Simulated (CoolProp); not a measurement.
The numbers come from the reference Helmholtz-energy equation of state, Gao 2022 in CoolProp.

Problem. For n-perfluoropentane, give the phase and the Z, cp (kJ/(kg K)), expansivity (1/kK), fugacity coefficient at 418.5 K and 23.4 bar.

Solution. 
- 418.5 K and 23.4 bar: liquid; Z 0.197, cp 1.64, expansivity 16.4, fugacity coefficient 0.579
